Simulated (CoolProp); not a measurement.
c-C4F8 (RC318) at 298.15 K and 0.0441 MPa flows at 0.42 m/s in a round tube of 1 mm bore and 45 µm roughness, fully developed (64/Re and Nu = 3.66 if laminar; Colebrook and Gnielinski if turbulent). Each further row changes one setting.

Model: reference Helmholtz-energy equation of state, Platzer 1990, in CoolProp. This equation is an older, rougher fit.

```
case               Reynolds number  Darcy friction factor  pressure drop (Pa/m)  heat-transfer coefficient (W/(m² K))  mass flow (kg/h)
-----------------  ---------------  ---------------------  --------------------  ------------------------------------  ----------------
as stated               (withheld)             (withheld)            (withheld)                                  44.4        (withheld)
velocity 0.84 m/s              265                  0.241            (withheld)                                  44.4        (withheld)
diameter 2 mm                  265                  0.241                  38.3                            (withheld)            0.0171
```

Complete the blanks.


- as stated, Reynolds number: 133
- as stated, Darcy friction factor: 0.482
- as stated, pressure drop (Pa/m): 153
- as stated, mass flow (kg/h): 0.00428
- velocity 0.84 m/s, pressure drop (Pa/m): 307
- velocity 0.84 m/s, mass flow (kg/h): 0.00856
- diameter 2 mm, heat-transfer coefficient (W/(m² K)): 22.2

Viscosity comes from a separate model (Huber 2003), an estimate that may be off by 10 % or more. Thermal conductivity comes from a separate model (Huber 2003), an estimate that may be off by 10 % or more.
